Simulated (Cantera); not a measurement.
A closed system holds: 1 mol Al2O3, 8.3 mol H2, held at 925 °C and 0.140 bar.

These are equilibrium values from Cantera (NASA tables, ideal gas, pure condensed phases), not measurements of a reactor. Candidate condensed phases: Al, Al2O3, H2O; 19 gas species. Kinetics and transport are ignored.

**Question.** What is the equilibrium state?

**Answer.** 
```json
{
  "x(H2)": "1.000",
  "n(Al2O3(s))": "1.00 mol",
  "gas_amount": "8.300 mol",
  "log10 activity of Al(l) (absent)": "-2.90"
}
```
